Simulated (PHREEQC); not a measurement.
Make-up at 40 °C: 22 mmol/kgw CdCl2. It is in equilibrium with CO2 at log p = -2 (atm). Otherwise closed; pH follows from the charge balance.

Computed with PHREEQC (ion-association model, wateq4f.dat).

Precipitation was switched off in this run.

What pH does the model give?

pH 4.92.

In which forms is Cl present?

Cl- 67 %, CdCl+ 28 %, CdCl2 4.9 % of the Cl.

At this temperature some constants are extrapolated from 25 °C, and those without enthalpy data are left unchanged.
